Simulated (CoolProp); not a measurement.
Vapour-liquid equilibrium of propane (1) + isopentane (2) at -10.95 °C; x and y are mole fractions of (1).

The numbers come from the multi-fluid Helmholtz-energy mixture model, Lemmon 2009 and Lemmon 2006; pair parameters Kunz 2012 in CoolProp.

Problem. Give the bubble pressure and the first vapour's composition at x = 0.05, 0.75, 0.85. Is there an azeotrope?

Solution. x = 0.05: 0.4164 bar, y = 0.514; x = 0.75: 2.571 bar, y = 0.972; x = 0.85: 2.870 bar, y = 0.984. No azeotrope shows between x = 0.05 and 0.95.

The pair parameters rest on a limited set of measurements; away from them the model extrapolates.
